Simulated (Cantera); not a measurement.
Cantera run, input and output.

```python
import numpy as np
import cantera as ct

gas = ct.Solution("gri30.yaml")
gas.TPX = 2150, 960000, {'CH4': 1, 'CO2': 4.2}
reactor = ct.IdealGasConstPressureReactor(gas, energy="off", clone=False)
net = ct.ReactorNet([reactor])
net.rtol, net.atol = 1e-08, 1e-18
show = ['CH4', 'CO2', 'O', 'H2O2', 'OH']
times = np.geomspace(0.0004, 6, 9)

steps = ct.SolutionArray(gas, extra=["t"])
rows = []
print(f"{'t/s':>10s}{'T/K':>9s}{'P/Pa':>11s}" + "".join(f"{s:>11s}" for s in show))
for t in times:
    while net.time < t:
        t_next = net.step()
        steps.append(gas.state, t=t_next)
    rows.append([np.interp(t, steps.t, y) for y in (steps.T, steps.P, *steps(*show).X.T)])
    print(f"{t:10.3e}{rows[-1][0]:9.1f}{rows[-1][1]:11.4g}" + "".join(f"{x:11.3e}" for x in rows[-1][2:]))
rate = np.gradient(steps.T, steps.t)
print("integrator steps:", len(steps.t))
if steps.T.max() > steps.T[0] + 200:
    print(f"time of steepest temperature rise: {steps.t[rate.argmax()]:.4e} s")
gas.TPX = 2150, 960000, {'CH4': 1, 'CO2': 4.2}
gas.equilibrate("TP")
print(f"equilibrium (TP): T = {gas.T:.1f} K  " + "  ".join(f"{s} {gas[s].X[0]:.3e}" for s in show))
```

Output:

```
       t/s      T/K       P/Pa        CH4        CO2          O       H2O2         OH
 4.000e-04   2150.0    9.6e+05  2.628e-03  2.950e-01  2.515e-07  1.721e-09  1.486e-04
 1.331e-03   2150.0    9.6e+05  3.151e-04  2.463e-01  3.900e-07  1.187e-09  1.226e-04
 4.427e-03   2150.0    9.6e+05  3.745e-09  2.438e-01  4.445e-07  1.284e-09  1.277e-04
 1.473e-02   2150.0    9.6e+05  1.836e-09  2.438e-01  4.445e-07  1.284e-09  1.277e-04
 4.899e-02   2150.0    9.6e+05  1.836e-09  2.438e-01  4.445e-07  1.284e-09  1.277e-04
 1.630e-01   2150.0    9.6e+05  1.836e-09  2.438e-01  4.445e-07  1.284e-09  1.277e-04
 5.422e-01   2150.0    9.6e+05  1.836e-09  2.438e-01  4.445e-07  1.284e-09  1.277e-04
 1.804e+00   2150.0    9.6e+05  1.836e-09  2.438e-01  4.445e-07  1.284e-09  1.277e-04
 6.000e+00   2150.0    9.6e+05  1.836e-09  2.438e-01  4.445e-07  1.284e-09  1.277e-04
integrator steps: 1726
equilibrium (TP): T = 2150.0 K  CH4 1.955e-09  CO2 2.438e-01  O 4.445e-07  H2O2 1.284e-09  OH 1.277e-04
```

Computed with Cantera and GRI-Mech 3.0 (53 species, 325 reactions).
